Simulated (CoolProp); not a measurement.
The fluid at 298.15 K and 0.768 MPa is throttled through a valve to 0.38 MPa with no heat exchange. The same conditions are run with several fluids, on thermodynamics alone (safety and materials aside).

Model: reference Helmholtz-energy equation of state of each fluid (R21: Platzer 1990; n-perfluoropentane: Gao 2022; R245fa: Akasaka 2015; ethanol: Schroeder 2014; R141b: Lemmon 2006), in CoolProp. The equations of Platzer and Polt are older, rougher fits.

```csv
fluid,final density (kg/m³)
R21,[?]
n-perfluoropentane,[?]
R245fa,[?]
ethanol,[?]
R141b,[?]
```

Q: Some entries are withheld; supply them.

A: 
- R21, final density (kg/m³): 1370
- n-perfluoropentane, final density (kg/m³): 1610
- R245fa, final density (kg/m³): 1340
- ethanol, final density (kg/m³): 785
- R141b, final density (kg/m³): 1230
